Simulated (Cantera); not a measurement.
**Adiabatic ignition**

An adiabatic, constant-pressure homogeneous reactor starts with 8.01 % CO, 12.0 % H2, 0.801 % CH4, 16.6 % O2, 62.4 % N2, 0.240 % C2H6, at 1273 K and 340000 Pa.

Cantera simulation using GRI-Mech 3.0 (53 species, 325 reactions); the numbers are that mechanism's predictions, not measurements.

```
t (s)     T (K)    x CO     x H2    x CH4     x N2O   x CH2CO     x H2O
--------  -----  ------  -------  -------  --------  --------  --------
2.00e-6    1273  0.0801    0.120  0.00801    <1e-12    <1e-12   1.39e-7
5.03e-6    1273  0.0801    0.120  0.00801  1.54e-12  8.83e-12   2.59e-6
1.26e-5    1275  0.0800    0.120  0.00794  2.72e-10   2.81e-7  0.000535
3.17e-5    2351  0.0382   0.0120   <1e-12   5.79e-7    <1e-12     0.124
7.97e-5    2671  0.0209  0.00541   <1e-12   1.09e-6    <1e-12     0.141
0.000200   2694  0.0190  0.00491   <1e-12   1.15e-6    <1e-12     0.142
0.000503   2691  0.0190  0.00491   <1e-12   1.15e-6    <1e-12     0.142
0.00126    2686  0.0189  0.00490   <1e-12   1.18e-6    <1e-12     0.143
0.00318    2680  0.0188  0.00489   <1e-12   1.24e-6    <1e-12     0.143
0.00799    2678  0.0188  0.00489   <1e-12   1.26e-6    <1e-12     0.143
0.0201     2678  0.0188  0.00489   <1e-12   1.26e-6    <1e-12     0.143
0.0504     2678  0.0188  0.00489   <1e-12   1.26e-6    <1e-12     0.143
0.127      2678  0.0188  0.00489   <1e-12   1.26e-6    <1e-12     0.143
0.318      2678  0.0188  0.00489   <1e-12   1.26e-6    <1e-12     0.143
0.800      2678  0.0188  0.00489   <1e-12   1.26e-6    <1e-12     0.143
```
x: mole fraction; the columns are a selection and need not sum to one.

```yaml
time_of_steepest_temperature_rise: 21.5 µs
temperature at 0.800 s: 2678 K
equilibrium_temperature: 2678 K
x(CO) at 0.800 s: 0.0188 (gas-phase equilibrium 0.0188)
x(H2) at 0.800 s: 0.00489 (gas-phase equilibrium 0.00489)
x(CH4) at 0.800 s: <1e-12 (gas-phase equilibrium <1e-12)
```
